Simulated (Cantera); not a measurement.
An isothermal, constant-pressure homogeneous reactor starts with H2 : O2 : N2 = 1.6 : 1 : 0.63 (molar parts), equivalence ratio 0.80, at 1125 K and 0.450 bar.

Computed with Cantera and GRI-Mech 3.0 (53 species, 325 reactions). The temperature is held fixed by assumption; the heat of reaction is taken as removed at once.

One state of this run: x H2 = 8.31e-9; x O2 = 0.0823; x OH = 2.47e-6; x H = 5.99e-12; x H2O = 0.658. x: mole fraction; the columns are a selection and need not sum to one.

Q: Which value of t (s) does it belong to?
(A) 3.00
(B) 4.16e-5
(C) 1.20e-5
(D) 0.0208

A: A, 3.00
